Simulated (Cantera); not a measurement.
**Equilibrium for fluorocarbon and chlorocarbon gases: CH3F + F2 + H2**

Input: 1 mol CH3F, 0.046 mol F2, 2.3 mol H2, at 1330 Pa.

Equilibrium computed with Cantera from the NASA thermochemical tables; the gas is ideal and each condensed phase is pure. Candidate condensed phases: C, C6H6, C7H8, C8H18; 95 gas species. Equilibrium is a limit: real reactors are often held back by kinetics, nucleation or transport.

| T (K) | log p H2 | log p HF | log p H | log p C2H2 (acetylene) | log p F | log p C2H | log p CH4 | log p C4H2 | n C(graphite) |
|---|---|---|---|---|---|---|---|---|---|
| 1450 | -2.00 | -2.47 | -6.02 | -7.31 | -11.22 | <-13 | -6.48 | -13.04 | 1.000 |
| 1525 | -2.00 | -2.47 | -5.63 | -6.92 | -10.58 | -13.20 | -6.64 | -12.25 | 1.000 |
| 1600 | -2.00 | -2.48 | -5.27 | -6.56 | -10.01 | -12.30 | -6.79 | -11.53 | 1.000 |
| 1675 | -2.00 | -2.48 | -4.94 | -6.24 | -9.48 | -11.48 | -6.92 | -10.88 | 1.000 |
| 1750 | -2.00 | -2.48 | -4.63 | -5.94 | -9.00 | -10.73 | -7.04 | -10.29 | 0.999 |
| 1825 | -2.00 | -2.48 | -4.36 | -5.67 | -8.55 | -10.04 | -7.15 | -9.74 | 0.999 |
| 1900 | -2.00 | -2.48 | -4.10 | -5.42 | -8.15 | -9.40 | -7.26 | -9.24 | 0.998 |
| 1975 | -2.01 | -2.48 | -3.87 | -5.19 | -7.77 | -8.82 | -7.36 | -8.78 | 0.996 |
| 2050 | -2.01 | -2.48 | -3.65 | -4.98 | -7.42 | -8.28 | -7.45 | -8.35 | 0.993 |
| 2125 | -2.02 | -2.48 | -3.45 | -4.79 | -7.09 | -7.78 | -7.54 | -7.96 | 0.989 |
| 2200 | -2.02 | -2.48 | -3.26 | -4.61 | -6.79 | -7.31 | -7.63 | -7.60 | 0.984 |
| 2275 | -2.03 | -2.49 | -3.09 | -4.45 | -6.50 | -6.88 | -7.72 | -7.26 | 0.976 |
| 2350 | -2.05 | -2.49 | -2.93 | -4.31 | -6.23 | -6.48 | -7.81 | -6.95 | 0.966 |
log p: log10 of the partial pressure in bar; n: condensed amount in mol.

From 1450 K to 2350 K the condensed part is C(graphite). The main C-bearing gas is CH4 at 1450 K and C2H2 (acetylene) at 2350 K.
